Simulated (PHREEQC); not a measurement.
Ca(OH)2 is added in steps, without added water, to 1 kg of water holding 0.0024 mol NaOH, at 25 °C. O2 is buffered at 0.21 atm. No CO2 enters from the air. Precipitation was switched off in this run.

Base run: PHREEQC, ion-association model, phreeqc.dat. Each further column changes one thing. The table gives CaOH+ (mol/kgw).

```
Ca(OH)2 added (mol)      base  Debye-Hückel limiting law  database wateq4f.dat  all activity coefficients set to 1  metal-ligand complexes left out
-------------------  --------  -------------------------  --------------------  ----------------------------------  -------------------------------
0                           0                          0                     0                                   0                                0
0.0003125             1.16e-5                    1.14e-5               1.17e-5                             1.47e-5                          1.16e-5
0.0007813             3.60e-5                    3.49e-5               3.63e-5                             4.71e-5                          3.60e-5
0.001094              5.65e-5                    5.44e-5               5.69e-5                             7.53e-5                          5.65e-5
0.001563              9.30e-5                    8.89e-5               9.36e-5                            0.000127                          9.30e-5
0.001875             0.000121                   0.000115              0.000122                            0.000167                         0.000121
0.002344             0.000168                   0.000159              0.000169                            0.000237                         0.000168
0.002656             0.000202                   0.000190              0.000203                            0.000288                         0.000202
0.003125             0.000258                   0.000241              0.000260                            0.000373                         0.000258
0.003438             0.000299                   0.000278              0.000300                            0.000435                         0.000299
0.003906             0.000363                   0.000335              0.000365                            0.000535                         0.000363
0.004219             0.000409                   0.000376              0.000410                            0.000606                         0.000409
0.004687             0.000481                   0.000439              0.000482                            0.000719                         0.000481
0.005                0.000531                   0.000483              0.000533                            0.000799                         0.000531
```

 phreeqc.dat and wateq4f.dat share most of their constants, so their agreement is no independent check. Solids allowed in the column 'database wateq4f.dat': Portlandite.
